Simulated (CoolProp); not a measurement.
Values from CoolProp's reference Helmholtz-energy equation of state, McLinden 2015.

Q: For the fluoroketone C6F12O (FK-5-1-12), give the phase and the density (kg/m³), cv (kJ/(kg K)), isothermal compressibility (1/MPa), fugacity coefficient at 113.65 °C and 100 bar; 129.85 °C and 100 bar; 226.85 °C and 100 bar.

A: 
- 113.65 °C and 100 bar: liquid; density 1400, cv 0.953, isothermal compressibility 0.00620, fugacity coefficient 0.0996
- 129.85 °C and 100 bar: liquid; density 1350, cv 0.969, isothermal compressibility 0.00761, fugacity coefficient 0.132
- 226.85 °C and 100 bar: supercritical; density 1030, cv 1.06, isothermal compressibility 0.0279, fugacity coefficient 0.406
